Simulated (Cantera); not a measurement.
Thermodynamics of hydrogen reduction and annealing atmospheres, feed ZrO2 + H2

Feed: 1 mol ZrO2, a varied amount of H2, equilibrated at 1525 °C and 3.80 bar.

Method: chemical equilibrium by Gibbs-energy minimisation in Cantera with the NASA 1993 tables (ideal gas, pure condensed phases). Candidate condensed phases: H2O, Zr, ZrO2; 12 gas species. Mutual solubility and eutectic melting of coexisting phases are not modelled. Condensed phases not in the tables: N, O or C dissolved in the metal. Kinetics and transport are ignored.

| n(H2) (mol) | x H2 | x H | x H2O | n ZrO2(tetragonal) | n Zr(β) |
|---|---|---|---|---|---|
| 1.5 | 1.000 | 0.000181 | 1.52e-7 | 1.00 | 0 |
| 3.1 | 1.000 | 0.000181 | 1.52e-7 | 1.00 | 0 |
| 6.4 | 1.000 | 0.000181 | 1.52e-7 | 1.00 | 0 |
| 13 | 1.000 | 0.000181 | 1.52e-7 | 1.000 | 0 |
| 27 | 1.000 | 0.000181 | 1.52e-7 | 1.000 | 0 |
| 57 | 1.000 | 0.000181 | 1.52e-7 | 1.000 | 0 |
| 120 | 1.000 | 0.000181 | 1.52e-7 | 1.000 | 0 |
| 240 | 1.000 | 0.000181 | 1.52e-7 | 1.000 | 0 |
| 500 | 1.000 | 0.000181 | 1.52e-7 | 1.000 | 0 |
| 1000 | 1.000 | 0.000181 | 1.52e-7 | 1.000 | 0 |
| 2100 | 1.000 | 0.000181 | 1.52e-7 | 1.000 | 0.000159 |
x: gas mole fraction; n: condensed amount in mol.

From 1.5 mol H2 to 1000 mol H2 the condensed part is ZrO2(tetragonal). At 2100 mol H2 the condensed part is Zr(β) + ZrO2(tetragonal).
